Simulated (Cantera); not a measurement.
Charge: 1 mol TEOS, 0.62 mol CO2, 2.4 mol N2, 12 mol N2O, at 1000 Pa.

These are equilibrium values from Cantera (NASA tables, ideal gas, pure condensed phases), not measurements of a reactor. Candidate condensed phases: C, C6H6, C7H8, C8H18, H2O, Si, SiC, SiO2, Si2N2O, Si3N4; 151 gas species. The feed counts by its element totals alone. The tables hold silica as quartz up to 1696 K and as liquid above; real silica turns to tridymite and cristobalite and melts near 1996 K. The numbers say what is thermodynamically allowed, not how fast it happens.

Q: Which condensed phases are stable at each of these points (T (°C)): 927, 1027, 1127, 1227, 1327, 1427, 1527, 1627, 1727?

A: 
```tsv
T (°C)	condensed phases	Si condensed (%)
927	SiO2(β-quartz)	100.0
1027	SiO2(β-quartz)	100.0
1127	SiO2(β-quartz)	100.0
1227	SiO2(β-quartz)	100.0
1327	SiO2(β-quartz)	100.0
1427	SiO2(condensed)	99.9
1527	SiO2(condensed)	99.2
1627	SiO2(condensed)	95.4
1727	SiO2(l)	77.9
```

From 927 °C to 1327 °C the condensed part is SiO2(β-quartz). From 1427 °C to 1627 °C the condensed part is SiO2(condensed). At 1727 °C the condensed part is SiO2(l).
